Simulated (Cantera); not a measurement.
Feed: 1 mol CH₃F, 0.022 mol HCl, 2.2 mol H₂, equilibrated at 477 °C and 2.00 Pa.

These are equilibrium values from Cantera (NASA tables, ideal gas, pure condensed phases), not measurements of a reactor. Candidate condensed phases: C, C₆H₆, C₇H₈, C₈H₁₈; 118 gas species. The numbers say what is thermodynamically allowed, not how fast it happens.

Base state: H₂ 0.758, HF 0.237, HCl 0.00521, CH₄ 3.67e-5 (mole fractions); condensed: C(graphite).

### Question
What changes in the equilibrium state with this change: pressure from 2.00 Pa to 133 Pa?

### Answer
```json
[
 {"species": "H₂", "before": "0.758", "after": "0.755"},
 {"species": "HF", "before": "0.237", "after": "0.237"},
 {"species": "HCl", "before": "0.00521", "after": "0.00522"},
 {"species": "CH₄", "before": "3.67e-5", "after": "0.00243"},
 {"species": "C(graphite), mol", "before": "1.000", "after": "0.990"}
]
```

### Question
What changes in the equilibrium state with this change: temperature from 477 °C to 1950 °C?

### Answer
```json
[
 {"species": "H", "before": "<1e-9", "after": "0.637"},
 {"species": "H₂", "before": "0.758", "after": "0.198"},
 {"species": "HF", "before": "0.237", "after": "0.161"},
 {"species": "Cl", "before": "<1e-9", "after": "0.00248"},
 {"species": "C₂H₂ (acetylene)", "before": "<1e-9", "after": "0.000574"},
 {"species": "F", "before": "<1e-9", "after": "0.000480"},
 {"species": "C(graphite), mol", "before": "1.000", "after": "0.987"}
]
```
